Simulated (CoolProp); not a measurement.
Vapour-liquid equilibrium of R134a (1) + R152A (2) at 264.5 K; x and y are mole fractions of (1).

Model: multi-fluid Helmholtz-energy mixture model, Tillner-Roth 1994 and Outcalt 1996; pair parameters Lemmon 2004, in CoolProp.

| x | bubble pressure, mixture model (MPa) | bubble pressure, Raoult's law (MPa) | y, mixture model | y, Raoult's law |
|---|---|---|---|---|
| 0.05 | 0.1910 | 0.1923 | 0.049 | 0.055 |
| 0.2 | 0.1910 | 0.1953 | 0.203 | 0.217 |
| 0.35 | 0.1923 | 0.1984 | 0.363 | 0.373 |
| 0.5 | [?] | 0.2014 | 0.523 | 0.525 |
| 0.65 | [?] | 0.2044 | [?] | 0.673 |
| 0.8 | 0.2035 | 0.2075 | 0.825 | 0.816 |
| 0.95 | [?] | 0.2105 | 0.959 | 0.955 |

Task: What belongs in the gaps?

Result: 
- 0.5, bubble pressure, mixture model (MPa): 0.1948
- 0.65, bubble pressure, mixture model (MPa): 0.1986
- 0.65, y, mixture model: 0.679
- 0.95, bubble pressure, mixture model (MPa): 0.2094

The largest gap from Raoult's law is -3.3 % in bubble pressure, at x = 0.5. y crosses x between x = 0.05 and 0.2: the model has an azeotrope there.

Pair parameters are fitted to limited data, so mixtures are less certain than the pure fluids.
